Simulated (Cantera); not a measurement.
A Cantera script and what it prints.

```python
import numpy as np
import cantera as ct

gas_names = """
    B BH BH2 BH3 BN B2 H H2 N NH NH2 NH3 N2 N2H2 N2H4
""".split()
cond_names = """
    B(b) B(L) BN(s)
""".split()


# ... load() reads the species with a 1 bar reference pressure and builds the phases ...
atoms = {
    'B2H6': {'B': 2, 'H': 6},
    'NH3': {'N': 1, 'H': 3},
    'H2': {'H': 2},
}
top_T = {'BN(s)': 3200}  # K; cautious upper limits of use, not melting points


# ... equilibrate(T, P, feed) seeds the gas with the atoms and calls Mixture.equilibrate('TP', solver="vcs", rtol=1e-11, max_steps=5000) ...
results = []
feed = {'B2H6': 1, 'NH3': 0.18, 'H2': 17}  # mol
P = 19  # Pa
for T in [1400, 1450, 1500, 1550, 1600, 1650, 1700]:
    mix = equilibrate(T, P, feed)
    results.append((T, P, feed, dict(zip(mix.species_names, mix.species_moles))))

top = {s: max(r[3][s] / sum(r[3][g] for g in gas_names) for r in results) for s in gas_names}
cols = sorted((s for s in top if top[s] > 0.0001), key=lambda s: -top[s])[:7]
seen = [c for c in cond_names if any(r[3].get(c, 0) > 1e-12 for r in results)]
print("log10 of partial pressures in bar; condensed amounts in mol")
print(f"{'T/K':>10s}" + "".join(f"{s[:9]:>10s}" for s in cols + seen))
for T, P, feed, n in results:
    ng = sum(n[g] for g in gas_names)
    print(f"{T:10.4g}" + "".join(f"{np.log10(max(n[s] / ng * P / 1e5, 1e-99)):10.3f}" for s in cols)
          + "".join(f"{n.get(c, 0):10.4g}" for c in seen))
```

Result:

```
log10 of partial pressures in bar; condensed amounts in mol
       T/K        H2         H        N2      B(b)     BN(s)
      1400    -3.721    -7.174    -9.506      1.82    0.1799
      1450    -3.722    -6.885    -8.863      1.82    0.1797
      1500    -3.722    -6.615    -8.264     1.821    0.1788
      1550    -3.722    -6.363    -7.703     1.824    0.1758
      1600    -3.723    -6.126    -7.178     1.834    0.1658
      1650    -3.725    -5.904    -6.685     1.863    0.1357
      1700    -3.727    -5.695    -6.221     1.948   0.05055
```

Cantera equilibrium calculation (NASA polynomials, part measured and part estimated; ideal gas, pure solids and liquids). The feed counts by its element totals alone. Mutual solubility and eutectic melting of coexisting phases are not modelled. The tables' values for BH2 are old estimates; treat these amounts as uncertain.
